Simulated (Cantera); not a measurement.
Charge: 1 mol SiH4, 0.28 mol HCl, 11 mol H2, held at 1650 K and 81000 Pa.

These are equilibrium values from Cantera (NASA tables, ideal gas, pure condensed phases), not measurements of a reactor. Candidate condensed phases: Si; 19 gas species. The tables' values for SiCl3 are old estimates; treat these amounts as uncertain. Kinetics and transport are ignored.

Base state: H2 0.980, HCl 0.0185, SiCl2 0.00124, H 9.99e-5, SiCl3 2.16e-5, SiH2Cl2 1.12e-5 (mole fractions); condensed: Si(s).

Q: What changes in the equilibrium state with this change: HCl from 0.28 to 0.027 mol?

A: 
```csv
species,before,after
H2,0.980,0.998
HCl,0.0185,0.00204
H,9.99e-5,0.000101
SiCl2,0.00124,1.49e-5
SiCl3,2.16e-5,2.84e-8
SiH2Cl2,1.12e-5,1.37e-7
"Si(s), mol",0.983,1.000
```

Q: What changes in the equilibrium state with this change: HCl from 0.28 to 0.58 mol?

A: 
```json
[
 {"species": "H2", "before": "0.980", "after": "0.962"},
 {"species": "HCl", "before": "0.0185", "after": "0.0337"},
 {"species": "SiCl2", "before": "0.00124", "after": "0.00419"},
 {"species": "SiCl3", "before": "2.16e-5", "after": "0.000135"},
 {"species": "SiHCl3", "before": "7.39e-6", "after": "4.55e-5"},
 {"species": "SiH2Cl2", "before": "1.12e-5", "after": "3.73e-5"},
 {"species": "Si(s), mol", "before": "0.983", "after": "0.940"}
]
```
